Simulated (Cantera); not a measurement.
Feed: 1 mol Si2Cl6, 36 mol NH3, 95 mol H2, held at 1725 °C and 0.00440 bar.

Method: chemical equilibrium by Gibbs-energy minimisation in Cantera with the NASA 1993 tables (ideal gas, pure condensed phases). Candidate condensed phases: NH4Cl, Si, Si3N4; 28 gas species. The feed counts by its element totals alone. The tables' values for SiCl, SiN are old estimates; treat these amounts as uncertain. Gases not in the tables: Si2H6 and higher silanes. Kinetics and transport are ignored.

Base state: H2 0.833, N2 0.104, HCl 0.0293, H 0.0221, Si 0.00817, SiCl2 0.00209, Cl 0.000578, SiCl 0.000522 (mole fractions); condensed: gas only.

What changes in the equilibrium state with this change: H2 from 95 to 1.5 mol?


| species | before | after |
|---|---|---|
| H2 | 0.833 | 0.673 |
| N2 | 0.104 | 0.230 |
| HCl | 0.0293 | 0.0537 |
| SiCl2 | 0.00209 | 0.0103 |
| H | 0.0221 | 0.0198 |
| SiCl3 | 1.03e-6 | 1.03e-5 |
| SiCl | 0.000522 | 0.00126 |
| Si2N | 5.08e-5 | 0.000106 |
| Cl | 0.000578 | 0.00118 |
| Si(l), mol | 0 | 0.264 |
The tables' values for SiCl, SiN, SiCl3 are old estimates; treat these amounts as uncertain.

What changes in the equilibrium state with this change: H2 from 95 to 15 mol?


```csv
species,before,after
H2,0.833,0.716
N2,0.104,0.196
HCl,0.0293,0.0478
H,0.0221,0.0205
Si,0.00817,0.00967
SiCl2,0.00209,0.00766
SiCl,0.000522,0.00109
"Si(l), mol",0,0.216
```
